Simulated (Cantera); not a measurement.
# CH₄ + NH₃ + H₂ (carbon deposition, reforming and gasification)

Charge: 1 mol CH₄, 0.095 mol NH₃, 50 mol H₂, at 10000 Pa.

Method: chemical equilibrium by Gibbs-energy minimisation in Cantera with the NASA 1993 tables (ideal gas, pure condensed phases). Candidate condensed phases: C, C₆H₆, C₇H₈, C₈H₁₈; 92 gas species. Equilibrium is a limit: real reactors are often held back by kinetics, nucleation or transport.

| T (°C) | log p H₂ | log p H | log p C₂H₂ (acetylene) | log p HCN | log p N₂ | log p HNC | log p C₂H | log p CH₄ | n C(graphite) |
|---|---|---|---|---|---|---|---|---|---|
| 1800 | -1.00 | -3.08 | -3.92 | -4.31 | -4.19 | -5.50 | -7.62 | -5.46 | 0.843 |
| 1875 | -1.01 | -2.88 | -3.72 | -4.22 | -4.24 | -5.36 | -7.13 | -5.54 | 0.766 |
| 1950 | -1.01 | -2.70 | -3.55 | -4.14 | -4.29 | -5.23 | -6.67 | -5.62 | 0.657 |
| 2025 | -1.02 | -2.53 | -3.38 | -4.08 | -4.36 | -5.12 | -6.24 | -5.70 | 0.510 |
| 2100 | -1.02 | -2.37 | -3.23 | -4.02 | -4.43 | -5.02 | -5.84 | -5.77 | 0.314 |
| 2175 | -1.03 | -2.22 | -3.09 | -3.98 | -4.52 | -4.94 | -5.47 | -5.85 | 0.0594 |
| 2250 | -1.04 | -2.08 | -3.07 | -3.98 | -4.55 | -4.90 | -5.23 | -5.98 | 0 |
log p: log10 of the partial pressure in bar; n: condensed amount in mol.

From 1800 °C to 2175 °C the condensed part is C(graphite). At 2250 °C nothing is condensed. The main C-bearing gas is C₂H₂ (acetylene) throughout. The share of C in condensed phases is highest at 1800 °C (84.3 %) and lowest at 2250 °C (0.0 %).
